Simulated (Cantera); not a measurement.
# Thermodynamics of hydrogen reduction and annealing atmospheres, feed Fe2O3 + H2 + N2

Charge: 1 mol Fe2O3, 7 mol H2, 52 mol N2, equilibrated at 1.40 bar.

Cantera equilibrium calculation (NASA polynomials, part measured and part estimated; ideal gas, pure solids and liquids). Candidate condensed phases: Fe, FeO, Fe(OH)2, Fe(OH)3, Fe2O3, Fe3O4, H2O; 27 gas species. Mutual solubility and eutectic melting of coexisting phases are not modelled. The tables' stoichiometric FeO is somewhat more stable than real wüstite, so its field is too wide. FeO: taken at fixed stoichiometry. Equilibrium is a limit: real reactors are often held back by kinetics, nucleation or transport.

```tsv
T (K)	x N2	x H2	x H2O	x NH3	x H	x Fe(OH)2	x Fe	n Fe(α)	n FeO(s)	n Fe(γ)
1025	0.881	0.0997	0.0189	2.05e-5	1.16e-9	3.60e-10	<1e-12	0.115	1.89	0
1075	0.881	0.0977	0.0209	1.47e-5	3.88e-9	1.07e-9	<1e-12	0.232	1.77	0
1125	0.881	0.0958	0.0229	1.08e-5	1.16e-8	2.89e-9	2.40e-12	0.350	1.65	0
1175	0.881	0.0938	0.0248	8.14e-6	3.17e-8	7.12e-9	1.50e-11	0.463	1.54	0
1225	0.881	0.0920	0.0267	6.25e-6	7.99e-8	1.63e-8	8.06e-11	0	1.43	0.574
1275	0.881	0.0902	0.0284	4.89e-6	1.87e-7	3.48e-8	3.77e-10	0	1.32	0.678
1325	0.881	0.0885	0.0301	3.89e-6	4.11e-7	6.99e-8	1.57e-9	0	1.22	0.776
1375	0.881	0.0870	0.0316	3.15e-6	8.54e-7	1.33e-7	5.87e-9	0	1.13	0.867
1425	0.881	0.0856	0.0331	2.58e-6	1.69e-6	2.41e-7	2.00e-8	0	1.05	0.951
1475	0.881	0.0843	0.0344	2.15e-6	3.18e-6	4.19e-7	6.24e-8	0	0.971	1.03
1525	0.881	0.0830	0.0356	1.81e-6	5.76e-6	7.00e-7	1.81e-7	0	0.899	1.10
1575	0.881	0.0819	0.0367	1.54e-6	1.01e-5	1.13e-6	4.88e-7	0	0.833	1.17
1625	0.881	0.0809	0.0378	1.32e-6	1.70e-5	1.77e-6	1.24e-6	0	0.771	1.23
```
x: gas mole fraction; n: condensed amount in mol.

From 1025 K to 1175 K the condensed part is Fe(α) + FeO(s). From 1225 K to 1625 K the condensed part is Fe(γ) + FeO(s).
